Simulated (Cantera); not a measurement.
A freely propagating, adiabatic, planar premixed flame of CH4 : CO : O2 : N2 = 1 : 0.11 : 1.47 : 5.52 (molar parts), unburnt at 650 K and 1.09 atm; mixture-averaged transport, grid criteria slope 0.08 and curve 0.16, no radiation.

Computed with Cantera and GRI-Mech 3.0 (53 species, 325 reactions). Burning velocities carry a grid error of a few per cent, more on coarse grids.

**Question.** How do the results move with these cheaper or finer settings: unity-Lewis-number transport; multicomponent transport; multicomponent+Soret transport; grid criteria slope 0.5, curve 1; grid criteria slope 0.25, curve 0.5; grid criteria slope 0.03, curve 0.06?

**Answer.** 
| setting | laminar burning velocity | thermal thickness | peak x(O) | peak x(OH) | grid points |
|---|---|---|---|---|---|
| as above | 96.4 cm/s | 0.387 mm | 0.000447 | 0.00348 | 139 |
| unity-Lewis-number transport | 61.1 cm/s | 0.511 mm | 0.000609 | 0.00419 | 137 |
| multicomponent transport | 96.1 cm/s | 0.394 mm | 0.000443 | 0.00346 | 139 |
| multicomponent+Soret transport | 96.5 cm/s | 0.386 mm | 0.000480 | 0.00362 | 139 |
| grid criteria slope 0.5, curve 1 | 109 cm/s | 0.415 mm | 0.000519 | 0.00387 | 40 |
| grid criteria slope 0.25, curve 0.5 | 102 cm/s | 0.396 mm | 0.000475 | 0.00363 | 60 |
| grid criteria slope 0.03, curve 0.06 | 95.4 cm/s | 0.383 mm | 0.000448 | 0.00347 | 350 |
The base run took very roughly 8 core-seconds.
Unity Lewis numbers drop preferential diffusion, which matters most where H2 and H carry the flame; Soret adds thermal diffusion.
